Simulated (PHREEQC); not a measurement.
Dissolve 0.23 mol HF, 0.00032 mol NH4HF2 and 0.0017 mol H2SiF6 per kg of water at 25 °C. Closed to the air; pH follows from the charge balance.

Model: ion-association model, phreeqc.dat, run in PHREEQC.

Problem. The ionic strength comes out as 0.0216 mol/kgw. What activity coefficients do SiF6-2, F-, HF2-, H+, NH4+ get?

Solution. SiF6-2 0.57, F- 0.86, HF2- 0.87, H+ 0.89, NH4+ 0.86.

Precipitation was switched off in this run. SiF6-2 is the database's only silicon fluoride.
